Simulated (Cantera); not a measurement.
**Catalytic combustion on Pt**

An isothermal plug-flow reactor at 700 K and 0.296 atm (inlet), inlet velocity 2.7 m/s, active area per volume 160 1/m; feed H2 : O2 : N2 = 0.0035 : 0.13 : 0.79 (molar parts), equivalence ratio 0.013.

Cantera simulation using Deutschmann's 1995 Pt surface mechanism with GRI-Mech 3.0 gas chemistry; the numbers are that mechanism's predictions, not measurements. Catalytic surfaces can have several steady states; this one follows from the mechanism file's or the stated starting coverage. Mass transfer to the wall is taken as infinitely fast.

```tsv
z (m)	x H2	x O2	x H2O	θ free Pt	θ O*
4.3e-05	0.00377	0.141	1.53e-5	0.0498	0.949
7.6e-05	0.00376	0.141	2.70e-5	0.0496	0.949
0.00014	0.00374	0.141	4.95e-5	0.0494	0.950
0.00024	0.00371	0.141	8.41e-5	0.0490	0.950
0.00043	0.00364	0.141	0.000148	0.0482	0.951
0.00076	0.00354	0.141	0.000255	0.0469	0.952
0.0014	0.00335	0.141	0.000446	0.0447	0.954
0.0024	0.00308	0.140	0.000708	0.0416	0.957
0.0043	0.00268	0.140	0.00111	0.0369	0.962
```
x: gas mole fraction; θ: surface coverage.
